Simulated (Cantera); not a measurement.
## Moist CO burnout

An isothermal, constant-pressure homogeneous reactor starts with CO : O₂ : H₂O : N₂ = 0.013 : 0.018 : 0.00057 : 1 (molar parts), at 1500 K and 500000 Pa.

Model: GRI-Mech 3.0 (53 species, 325 reactions), integrated in Cantera.

```
t (s)         x CO    x O₂     x H₂O      x NO     x N₂O     x HO₂    x CO₂
--------  --------  ------  --------  --------  --------  --------  -------
4.00e-6     0.0126  0.0174  0.000553    <1e-12    <1e-12  3.52e-11  9.65e-9
3.00e-5     0.0126  0.0174  0.000553    <1e-12  3.08e-11  8.52e-10  8.11e-8
0.000225    0.0126  0.0174  0.000552  1.56e-11   4.94e-9   2.05e-7  5.27e-6
0.00169    0.00405  0.0131  0.000506   3.59e-6   5.52e-6   3.56e-6  0.00860
0.0126    0.000121  0.0113  0.000549   8.08e-6   4.10e-6   3.64e-7   0.0126
0.0949     1.27e-6  0.0112  0.000555   8.57e-6   1.26e-7   6.61e-9   0.0127
0.711      2.64e-7  0.0112  0.000555   8.61e-6   4.82e-8   2.40e-9   0.0127
5.33       2.64e-7  0.0112  0.000555   8.73e-6   4.82e-8   2.40e-9   0.0127
40.0       2.64e-7  0.0112  0.000555   9.61e-6   4.82e-8   2.40e-9   0.0127
300        2.64e-7  0.0112  0.000555   1.62e-5   4.82e-8   2.40e-9   0.0127
```
x: mole fraction; the columns are a selection and need not sum to one.

Equilibrium at this temperature and pressure: CO 2.66e-7, O₂ 0.0111, H₂O 0.000555, NO 0.000314, N₂O 4.79e-8, HO₂ 2.38e-9, CO₂ 0.0127 (gas phase only).
